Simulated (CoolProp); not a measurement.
Vapour-liquid equilibrium of hydrogen chloride (1) + propane (2) at 230.6 K; x and y are mole fractions of (1).

The numbers come from the multi-fluid Helmholtz-energy mixture model, Thol 2018 and Lemmon 2009; pair parameters Bell 2016 in CoolProp.

Task: Give the bubble pressure and the first vapour's composition at x = 0.25, 0.45, 0.85. Is there an azeotrope?

Result: x = 0.25: 405.8 kPa, y = 0.787; x = 0.45: 525.0 kPa, y = 0.855; x = 0.85: 650.8 kPa, y = 0.935. No azeotrope shows between x = 0.05 and 0.95.

Pair parameters are fitted to limited data, so mixtures are less certain than the pure fluids. With so large a gap from Raoult's law the liquid may split in two, which this calculation doesn't test in full.
